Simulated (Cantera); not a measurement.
Silicon carbide growth: SiHCl3 + CH4 + H2

Input: 1 mol SiHCl3, 0.044 mol CH4, 30 mol H2, held at 2375 °C and 1.00 bar.

Cantera equilibrium calculation (NASA polynomials, part measured and part estimated; ideal gas, pure solids and liquids). Candidate condensed phases: C, C6H6, C7H8, C8H18, Si, SiC; 109 gas species. The tables' values for SiCl, SiCl3 are old estimates; treat these amounts as uncertain. Gases not in the tables: Si2H6 and higher silanes. Kinetics and transport are ignored.

```
Property                                   Result
--------------------------------------  ---------
x(H2)                                       0.856
x(HCl)                                     0.0699
x(H)                                       0.0430
x(Si)                                      0.0131
x(SiCl2)                                  0.00729
x(SiCl)                                   0.00276
x(SiH)                                    0.00259
x(Cl)                                     0.00245
x(SiH2)                                   0.00141
gas amount                              33.42 mol
log10 activity of Si(l) (absent)            -0.01
log10 activity of C(graphite) (absent)      -0.98
```
